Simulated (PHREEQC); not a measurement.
A column of 1 m (30 cells, dispersivity 0.035 m, 3600 s a shift, diffusion coefficient 3e-10 m²/s) holds 0.0068 eq of the database's cation exchanger X per kg of pore water, first in equilibrium with 5.1 mmol/kgw Na2SO4 and 0.01 mmol/kgw HCl. It is flushed with 7.1 mmol/kgw ZnCl2 and 0.01 mmol/kgw HCl, at 25 °C. Values are for the last cell. No CO2 enters from the air. Precipitation was switched off in this run.

The series has 31 steps of pore volumes, from 0 to 3.017.

Equilibrium calculation in PHREEQC: ion-association model, phreeqc.dat.

Problem. After how many pore volumes does Zn at the outlet first reach half of its feed value?

Solution. By 1.5 pore volumes.
